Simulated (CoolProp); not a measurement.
Computed with CoolProp (reference Helmholtz-energy equation of state, Zhou 2012).

Q: Give the vapour pressure (MPa), enthalpy of vaporisation (kJ/kg), vapour Z, liquid viscosity (µPa s) of saturated o-xylene at 82.15, 94.45, 118.95 °C.

A: 
```csv
T (°C),p (MPa),enthalpy of vaporisation (kJ/kg),vapour Z,liquid viscosity (µPa s)
82.15,0.0138,379,0.988,403
94.45,0.0218,372,0.983,362
118.95,0.0491,358,0.971,297
```

Viscosity comes from a separate model (Cao 2016).
